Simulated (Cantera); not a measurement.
An isothermal, constant-pressure homogeneous reactor starts with C2H6 : N2 = 1 : 9.2 (molar parts), at 1625 K and 100.0 Torr. Integrator tolerance rtol = 1e-08.

Model: GRI-Mech 3.0 (53 species, 325 reactions), integrated in Cantera. GRI-Mech 3.0 stops at C3 and has no aromatics, soot or wall deposition, so with more carbon than oxygen in the feed, carbon stays in small species such as C2H2 where larger ones or solid carbon would form.

```tsv
quantity	before	after
x(C2H6) at 4.00 s	9.26e-8 (gas-phase equilibrium 5.63e-9)	7.43e-7 (gas-phase equilibrium <1e-12)
x(H) at 4.00 s	7.64e-5 (gas-phase equilibrium 7.86e-5)	0.000191 (gas-phase equilibrium 0.00102)
x(CH2) at 4.00 s	9.25e-9 (gas-phase equilibrium 1.87e-9)	5.07e-7 (gas-phase equilibrium 1.87e-9)
x(C2H2) at 4.00 s	0.0809 (gas-phase equilibrium 0.0372)	0.0747 (gas-phase equilibrium 0.0374)
x(C2H4) at 4.00 s	0.000156 (gas-phase equilibrium 7.21e-5)	0.000162 (gas-phase equilibrium 4.29e-7)
```

### Question
What was changed between the two runs?
A. pressure from 100.0 Torr to 0.593 Torr
B. temperature 1625 to 2000 K
C. temperature 1625 to 1025 K
D. temperature 1625 to 1048 K

### Answer
A, pressure from 100.0 Torr to 0.593 Torr
